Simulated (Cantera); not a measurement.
Feed: 1 mol Pb, 0.84 mol O2, 2.6 mol H2, held at 1352 °C and 0.405 Torr.

Cantera equilibrium calculation (NASA polynomials, part measured and part estimated; ideal gas, pure solids and liquids). Candidate condensed phases: H2O, Pb, PbO, PbO2, Pb3O4; 12 gas species. Equilibrium is a limit: real reactors are often held back by kinetics, nucleation or transport.

Base state: H2O 0.466, Pb 0.277, H2 0.255, H 0.00153, PbO 0.000415, OH 0.000118 (mole fractions); condensed: gas only.

Task: What changes in the equilibrium state with this change: temperature from 1352 °C to 1275 °C?

Result: 
```
species    before     after
-------  --------  --------
H2O         0.466     0.466
Pb          0.277     0.277
H2          0.255     0.255
H         0.00153  0.000670
OH       0.000118   4.08e-5
PbO      0.000415  0.000263
```

Task: What changes in the equilibrium state with this change: temperature from 1352 °C to 1127 °C?

Result: 
| species | before | after |
|---|---|---|
| H2O | 0.466 | 0.467 |
| Pb | 0.277 | 0.278 |
| H2 | 0.255 | 0.256 |
| H | 0.00153 | 0.000106 |
| OH | 0.000118 | 3.84e-6 |
| PbO | 0.000415 | 9.55e-5 |
